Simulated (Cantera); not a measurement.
## Reactions in the system C-O-Ta

Source: NASA polynomial tables (part measured, part estimated), evaluated in Cantera. Values are per mole of reaction as written; species without (g) are pure solids or liquids, kept so even where they would boil at 1 bar. TaC: taken at fixed stoichiometry.

5 TaC + 2 Ta₂O₅ → 5 CO₂(g) + 9 Ta

```tsv
T (K)	ΔH° (kJ)	ΔS° (J/K)	ΔG° (kJ)	log10 K	condensed phases
1200	2768.2	834.0	1767.3	-76.93	TaC(s), Ta₂O₅(s), Ta(s)
1350	2752.8	822.0	1643.2	-63.58	TaC(s), Ta₂O₅(s), Ta(s)
1500	2737.2	811.0	1520.7	-52.95	TaC(s), Ta₂O₅(s), Ta(s)
1650	2721.2	800.9	1399.8	-44.31	TaC(s), Ta₂O₅(s), Ta(s)
1800	2705.1	791.5	1280.4	-37.16	TaC(s), Ta₂O₅(s), Ta(s)
1950	2688.7	782.7	1162.3	-31.14	TaC(s), Ta₂O₅(s), Ta(s)
2100	2428.4	656.2	1050.5	-26.13	TaC(s), Ta₂O₅(l), Ta(s)
2250	2399.2	642.7	953.1	-22.13	TaC(s), Ta₂O₅(l), Ta(s)
2400	2370.5	630.4	857.6	-18.67	TaC(s), Ta₂O₅(l), Ta(s)
2550	2342.7	619.1	763.9	-15.65	TaC(s), Ta₂O₅(l), Ta(s)
2700	2315.9	608.9	671.8	-13.00	TaC(s), Ta₂O₅(l), Ta(s)
```
